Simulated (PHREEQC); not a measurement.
Make-up at 25 °C: 0.02 mmol/kgw H4SiO4, 0.064 mmol/kgw Na2SO4 and 17 mmol/kgw Na2SiF6. Closed to the air; pH follows from the charge balance.

All values are PHREEQC results (ion-association model, phreeqc.dat), not measurements.

This is a speciation only: nothing precipitates in the calculation.

Question: Predict the pH, ionic strength, density.

Answer: pH 3.15; ionic strength 0.0513 mol/kgw; density 1.000 g/cm³.

Question: In which forms is Si present?

Answer: SiF6-2 96 %, H4SiO4 4.1 % of the Si.

Saturation is exceeded, for instance for Quartz (slow to form), Chalcedony (slow to form); the values hold only as long as no solid forms. Species that the database lacks are ignored. SiF6-2 is the database's only silicon fluoride.
